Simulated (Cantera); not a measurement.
# Thermodynamics of carbon deposition, reforming and gasification, feed C6H6 + H2 + N2

Feed: 1 mol C6H6, 5 mol H2, 1.2 mol N2, held at 2600 K.

Cantera equilibrium calculation (NASA polynomials, part measured and part estimated; ideal gas, pure solids and liquids). Candidate condensed phases: C, C6H6, C7H8, C8H18; 92 gas species. The ideal-gas law is rough above about 30 bar. Equilibrium is a limit: real reactors are often held back by kinetics, nucleation or transport.

```
P (Pa)        x H    x H2    x N2    x HCN     x C3  x C2H2 (acetylene)  n C(graphite)
--------  -------  ------  ------  -------  -------  ------------------  -------------
10          0.842  0.0482  0.0652  0.00505   0.0221            0.000781           4.43
160         0.555   0.334  0.0845   0.0151  0.00138             0.00542           5.54
2500        0.197   0.660   0.104   0.0236  8.86e-5              0.0107           5.49
40000      0.0540   0.791   0.112   0.0268  5.54e-6              0.0128           5.46
630000     0.0139   0.827   0.114   0.0276  3.52e-7              0.0134           5.45
10000000  0.00349   0.825   0.116   0.0278  2.21e-8              0.0134           5.36
```
x: gas mole fraction; n: condensed amount in mol.

From 0.000100 bar to 100 bar the condensed part is C(graphite). The main C-bearing gas is C3 at 0.000100 bar and HCN at 100 bar. The share of C in condensed phases is highest at 0.00160 bar (92.3 %) and lowest at 0.000100 bar (73.8 %).
